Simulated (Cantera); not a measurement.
Input (Python, Cantera):

```python
import numpy as np
import cantera as ct

gas = ct.Solution("gri30.yaml")


def delay(T, t_max=10):
    gas.TPX = T, 1000000, {'CH4': 1, 'C2H6': 0.062, 'C3H8': 0.11, 'O2': 3.64, 'N2': 23.3, 'H2O': 1.6}
    reactor = ct.IdealGasReactor(gas, clone=False)
    net = ct.ReactorNet([reactor])
    net.rtol, net.atol = 1e-8, 1e-16
    while net.time < t_max:
        t_old, T_old = net.time, reactor.T
        net.step()
        if reactor.T > T + 400:  # ignition: a rise of 400 K
            return t_old + (T + 400 - T_old) / (reactor.T - T_old) * (net.time - t_old)
    return np.nan


taus = []
for T in [1248, 1348, 1448, 1548, 1648, 1748, 1848, 1948, 2048]:
    taus.append(delay(T))
    print(f"T0 = {T:6g} K   tau = {taus[-1]:.4e} s")
```

Result:

```
T0 =   1248 K   tau = 9.6565e-04 s
T0 =   1348 K   tau = 2.8046e-04 s
T0 =   1448 K   tau = 9.2264e-05 s
T0 =   1548 K   tau = 3.5228e-05 s
T0 =   1648 K   tau = 1.5602e-05 s
T0 =   1748 K   tau = 7.9089e-06 s
T0 =   1848 K   tau = 4.5085e-06 s
T0 =   1948 K   tau = 2.8383e-06 s
T0 =   2048 K   tau = 1.9392e-06 s
```

Model: GRI-Mech 3.0 (53 species, 325 reactions), integrated in Cantera.
